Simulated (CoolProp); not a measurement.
C3F8 (R218) along the isotherm 152.75 °C: fugacity coefficient from the reference equation and from simpler models built on Tc = 71.9 °C, pc = 2640 kPa, ω = 0.317; each cubic takes its own stable root.

The numbers come from the reference Helmholtz-energy equation of state, Lemmon 2006 in CoolProp. It is a short technical equation, of lower accuracy than the large ones.

| p (kPa) | phase | reference | Redlich-Kwong | Peng-Robinson |
|---|---|---|---|---|
| 1540 | gas | ? | 0.8975 | 0.8987 |
| 3080 | supercritical | ? | 0.8027 | 0.8092 |
| 4620 | supercritical | 0.7553 | 0.7171 | ? |
| 6150 | supercritical | 0.6898 | 0.6453 | 0.6689 |
| 7690 | supercritical | ? | 0.5901 | 0.6190 |
| 9230 | supercritical | 0.5965 | 0.5500 | 0.5810 |
| 10800 | supercritical | 0.5662 | 0.5205 | 0.5519 |
| 12300 | supercritical | 0.5451 | 0.5000 | 0.5309 |
| 13800 | supercritical | 0.5299 | 0.4851 | 0.5152 |
| 15400 | supercritical | 0.5187 | 0.4738 | 0.5027 |
| 16900 | supercritical | 0.5119 | 0.4666 | 0.4943 |
| 18500 | supercritical | 0.5077 | 0.4618 | 0.4880 |
| 20000 | supercritical | 0.5063 | 0.4595 | 0.4843 |

**Question.** Complete the blanks.

**Answer.** 
- 1540, reference: 0.9136
- 3080, reference: 0.8313
- 4620, Peng-Robinson: 0.7321
- 7690, reference: 0.6368
